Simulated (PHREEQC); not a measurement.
Consider water at 25 °C with 0.0097 mol/kgw HF, 0.00041 mol/kgw NH4HF2, 0.0089 mol/kgw (NH4)2SiF6 and 0.00028 mol/kgw HCl. Closed to the air; pH follows from the charge balance.

The numbers come from PHREEQC with the ion-association model, phreeqc.dat.

Each row changes one thing in this solution. This is a speciation only: nothing precipitates in the calculation.

```
case                                   pH  ionic strength (mol/kgw)  HF (mol/kgw)  F- (mol/kgw)  HF2- (mol/kgw)  NH3 (mol/kgw)
-----------------------------------  ----  ------------------------  ------------  ------------  --------------  -------------
as made                              2.64                    0.0297       0.00770       0.00267         7.89e-5        3.77e-9
HF from 0.0097 to 0.097 mol/kgw      2.05                    0.0373        0.0849       0.00779      (withheld)       9.58e-10
(NH4)2SiF6 left out                  2.64                   0.00281       0.00791       0.00246         7.46e-5     (withheld)
diluted 2-fold with water            2.82                    0.0152       0.00357       0.00178         2.44e-5        2.98e-9
diluted 100-fold with water          3.57                  0.000460      0.000181      0.000457      (withheld)       3.73e-10
HCl from 0.00028 to 0.00056 mol/kgw  2.61                    0.0299    (withheld)       0.00256         7.67e-5        3.55e-9
```

### Question
Some entries are withheld; supply them.

### Answer

- HF from 0.0097 to 0.097 mol/kgw, HF2- (mol/kgw): 0.00254
- (NH4)2SiF6 left out, NH3 (mol/kgw): 9.66e-11
- diluted 100-fold with water, HF2- (mol/kgw): 3.18e-7
- HCl from 0.00028 to 0.00056 mol/kgw, HF (mol/kgw): 0.00782

Species that the database lacks are ignored. SiF6-2 is the database's only silicon fluoride.
